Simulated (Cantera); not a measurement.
Charge: 1 mol CsOH, 1.5 mol H2, 4.3 mol O2, at 1223 K and 10000 Pa.

Cantera equilibrium calculation (NASA polynomials, part measured and part estimated; ideal gas, pure solids and liquids). Candidate condensed phases: Cs, CsOH, H2O; 15 gas species. Kinetics and transport are ignored.

Q: What is the equilibrium state?

A: 
```
Property                               Result
----------------------------------  ---------
x(O2)                                   0.587
x(H2O)                                  0.248
x(CsOH)                                 0.165
x(Cs2(OH)2)                          0.000347
x(OH)                                 1.47e-5
x(Cs)                                 2.65e-6
gas amount                          6.048 mol
log10 activity of CsOH(l) (absent)      -1.64
log10 activity of Cs(l) (absent)        -7.41
```
